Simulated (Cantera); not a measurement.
## Premixed flame

A freely propagating, adiabatic, planar premixed flame of CO : H2 : O2 : N2 = 1 : 0.059 : 0.767 : 2.89 (molar parts), equivalence ratio 0.69, unburnt at 573 K and 0.987 atm; mixture-averaged transport, grid criteria slope 0.08 and curve 0.16, no radiation.

Model: GRI-Mech 3.0 (53 species, 325 reactions), integrated in Cantera. Burning velocities carry a grid error of a few per cent, more on coarse grids.

```csv
z (mm),T (K),u (m/s),x CO,x H2,x O2,x H2O2,x CO2,x NO
-3.02,573,0.785,0.212,0.0125,0.163,<1e-8,<1e-8,<1e-8
-2.02,573,0.785,0.212,0.0124,0.163,<1e-8,4.71e-8,<1e-8
-1.51,573,0.785,0.212,0.0122,0.163,2.24e-8,3.58e-7,<1e-8
-1.01,574,0.786,0.212,0.0117,0.163,2.99e-7,6.77e-6,<1e-8
-0.504,600,0.820,0.211,0.00954,0.162,1.26e-5,0.000714,2.32e-8
-0.252,792,1.08,0.198,0.00663,0.156,2.71e-5,0.0125,4.94e-7
0,1199,1.59,0.154,0.00239,0.130,1.68e-6,0.0597,3.54e-6
0.252,1497,1.95,0.104,0.000700,0.100,3.95e-7,0.117,1.16e-5
0.504,1667,2.13,0.0750,0.000633,0.0853,2.04e-7,0.150,2.16e-5
1.01,1838,2.32,0.0554,0.000617,0.0769,1.03e-7,0.174,3.84e-5
2.02,1982,2.48,0.0427,0.000483,0.0727,5.39e-8,0.189,6.51e-5
4.03,2096,2.60,0.0312,0.000338,0.0687,3.07e-8,0.203,0.000119
8.06,2181,2.69,0.0215,0.000223,0.0650,1.94e-8,0.214,0.000230
```
x: mole fraction of selected species; z is measured from the peak of heat release.

The laminar burning velocity is 78.5 cm/s and the thermal thickness comes out as 1.01 mm. The peak x(H2O2) is 3.14e-5 and the grid points comes out as 117.
